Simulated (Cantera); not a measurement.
Feed: 1 mol ZrN, 0.077 mol H2, at 2648 K and 1.33 mbar.

These are equilibrium values from Cantera (NASA tables, ideal gas, pure condensed phases), not measurements of a reactor. Candidate condensed phases: Zr, ZrN; 11 gas species. Mutual solubility and eutectic melting of coexisting phases are not modelled. ZrN: taken at fixed stoichiometry. Condensed phases not in the tables: N, O or C dissolved in the metal. Rates play no part.

Problem. What is the equilibrium state?

Solution. 
- x(H) = 0.687
- x(H2) = 0.291
- x(N2) = 0.0131
- x(Zr) = 0.00981
- x(N) = 3.34e-6
- n(Zr(l)) = 0.00199 mol
- n(ZrN(s)) = 0.997 mol
- gas amount = 0.1215 mol
